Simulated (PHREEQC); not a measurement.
PHREEQC input (Pitzer model, pitzer.dat):

```
SOLUTION 1
  temp 60
  units mol/kgw
  pH 7 charge
  Cl 0.17
  K 0.45
  C(4) 0.14
END
USE solution 1
INCREMENTAL_REACTIONS false
REACTION 1
  H2O -1
  0 9.886 18.011 24.689 30.178 34.689 38.397 41.444
  43.949 46.007 47.699 49.089 50.232 51.172 51.944 52.578
  53.1 53.528 53.88 moles
EQUILIBRIUM_PHASES 1
  Kalicinite 0 0
  Sylvite 0 0
SELECTED_OUTPUT 1
  -reset false
  -pH true
  -pe true
  -ionic_strength true
  -water true
  -activities H2O
  -totals C Cl K
  -molalities H+ K+ Cl- CO3-2 OH- HCO3- CO2
  -equilibrium_phases Kalicinite Sylvite
PRINT
  -reset false
END
```

Selected output (columns that matter, 9 of 19 rows; water left (kg) added in front):

```
water left (kg)	pH	mu	C	Cl	K	m_H+	m_K+	m_Cl-	m_CO3-2	m_OH-	la_H2O	Sylvite
1	10.783	0.58169	0.14	0.17	0.45	3.1652e-11	0.45	0.17	0.13169	0.0083074	-0.0051053	0
0.675547	10.849	0.8638	0.20724	0.25165	0.66613	2.9895e-11	0.66613	0.25165	0.19767	0.0095676	-0.0075153	0
0.456373	10.922	1.2819	0.30677	0.3725	0.98604	2.7866e-11	0.98604	0.3725	0.29586	0.010909	-0.011142	0
0.253435	11.06	2.315	0.55241	0.67078	1.7756	2.3379e-11	1.7756	0.67078	0.53939	0.013015	-0.020624	0
0.171243	11.188	3.4309	0.81755	0.99274	2.6278	1.8833e-11	2.6278	0.99274	0.80309	0.014467	-0.032031	0
0.115729	11.365	5.0821	1.2097	1.469	3.8884	1.3107e-11	3.8884	1.469	1.1937	0.016014	-0.051589	0
0.0643046	11.788	9.1561	2.1771	2.6437	6.9979	4.7646e-12	6.9979	2.6437	2.1582	0.018974	-0.11464	0
0.0434829	12.148	12.072	3.2197	2.4353	8.8746	2.704e-12	8.8746	2.4353	3.1977	0.021909	-0.16474	0.064106
0.0294348	12.575	15.55	4.7563	1.3054	10.818	1.589e-12	10.818	1.3054	4.7322	0.024106	-0.2319	0.13158
```

Constants without temperature data keep their 25 °C values here.
